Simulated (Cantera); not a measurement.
Iron carbonyl, mercury and lead vapours: Pb + CO + N₂

Charge: 1 mol Pb, 0.98 mol CO, 14 mol N₂, equilibrated at 16.0 mbar.

Method: chemical equilibrium by Gibbs-energy minimisation in Cantera with the NASA 1993 tables (ideal gas, pure condensed phases). Candidate condensed phases: C, Pb, PbO, PbO₂, Pb₃O₄; 27 gas species. Kinetics and transport are ignored.

```
T (°C)   x N₂    x CO      x Pb     x CO₂     x Pb₂  n C(graphite)  n Pb(l)
------  -----  ------  --------  --------  --------  -------------  -------
427     0.957  0.0192   6.96e-8    0.0239    <1e-12          0.349    1.000
477     0.947  0.0391   5.92e-7    0.0136    <1e-12          0.201    1.000
527     0.939  0.0559   3.84e-6   0.00493    <1e-12         0.0735    1.000
577     0.936  0.0628   1.99e-5   0.00136  4.39e-12         0.0203    1.000
627     0.935  0.0647   8.55e-5  0.000374  5.08e-11        0.00560    0.999
677     0.934  0.0652  0.000314  0.000114  4.50e-10        0.00170    0.995
727     0.934  0.0653   0.00101   3.87e-5   3.19e-9       0.000580    0.985
777     0.932  0.0652   0.00291   1.45e-5   1.86e-8       0.000218    0.956
827     0.928  0.0649   0.00757   5.95e-6   9.23e-8              0    0.886
877     0.918  0.0642    0.0181   2.60e-6   3.96e-7              0    0.724
927     0.897  0.0628    0.0402   1.19e-6   1.50e-6              0    0.373
977     0.876  0.0613    0.0626   5.79e-7   2.85e-6              0        0
1027    0.876  0.0613    0.0626   3.11e-7   2.27e-6              0        0
```
x: gas mole fraction; n: condensed amount in mol.

From 427 °C to 777 °C the condensed part is C(graphite) + Pb(l). From 827 °C to 927 °C the condensed part is Pb(l). From 977 °C to 1027 °C nothing is condensed. The main Pb-bearing gas is Pb throughout.
